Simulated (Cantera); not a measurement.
A closed system holds: 1 mol Fe, 0.072 mol CO₂, a varied amount of CO, 1.4 mol SO₂, held at 1425 K and 3.53 Torr.

Cantera equilibrium calculation (NASA polynomials, part measured and part estimated; ideal gas, pure solids and liquids). Candidate condensed phases: C, Fe, Fe(CO)₅, FeO, FeS, FeSO₄, FeS₂, Fe₂O₃, Fe₂(SO₄)₃, Fe₃O₄, S; 25 gas species. Metal and sulfide melt together well below either melting point, which pure phases cannot show. Mutual solubility and eutectic melting of coexisting phases are not modelled. The tables' stoichiometric FeO is somewhat more stable than real wüstite, so its field is too wide. FeO, FeS: taken at fixed stoichiometry. Equilibrium is a limit: real reactors are often held back by kinetics, nucleation or transport.

x: gas mole fraction; n: condensed amount in mol.

| n(CO) (mol) | x CO | x CO₂ | x S₂ | x SO₂ | x SO | n FeO(s) | n FeS(s) |
|---|---|---|---|---|---|---|---|
| 2.7 | 0.306 | 0.506 | 0.104 | 0.0790 | 0.00314 | 0.596 | 0.404 |
| 14 | 0.785 | 0.200 | 0.0130 | 0.000665 | 0.000171 | 0 | 1.000 |
| 25 | 0.878 | 0.113 | 0.00735 | 0.000129 | 6.53e-5 | 0 | 1.000 |
| 36 | 0.915 | … | … | … | … | 0 | 1.000 |
| 47 | 0.935 | … | … | … | … | 0 | 1.000 |
| 58 | 0.947 | 0.0493 | 0.00309 | 1.35e-5 | 1.71e-5 | 0 | 1.000 |
| 70 | 0.956 | 0.0409 | 0.00254 | 8.28e-6 | 1.27e-5 | 0 | 1.000 |

Problem. Complete the blanks.

Solution. 
- 36, x CO₂: 0.0791
- 36, x S₂: 0.00507
- 36, x SO₂: 4.79e-5
- 36, x SO: 3.63e-5
- 47, x CO₂: 0.0607
- 47, x S₂: 0.00385
- 47, x SO₂: 2.36e-5
- 47, x SO: 2.38e-5
